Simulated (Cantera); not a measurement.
Mixture: CH4 : H2 : O2 : N2 : CO2 = 1 : 1.1 : 2.12 : 7.99 : 1.1 (molar parts), at 300000 Pa, adiabatic and at constant pressure. Ignition delay is the time to a rise of 400 K.

Model: GRI-Mech 3.0 (53 species, 325 reactions), integrated in Cantera. Below about 1000 K GRI-Mech 3.0 lacks low-temperature oxidation paths. Below about 950 K walls govern HO2 and H2O2 in real vessels.

Problem. Predict: delay at 850 K; delay at 1050 K; delay at 1250 K; delay at 1450 K; delay at 1650 K; apparent activation energy between 1550 and 1750 K.

Solution. 
```
Item                                                    Result
--------------------------------------------------  ----------
delay at 850 K                                          1.58 s
delay at 1050 K                                        3.31 ms
delay at 1250 K                                       0.307 ms
delay at 1450 K                                        78.1 µs
delay at 1650 K                                        26.5 µs
apparent activation energy between 1550 and 1750 K  110 kJ/mol
```
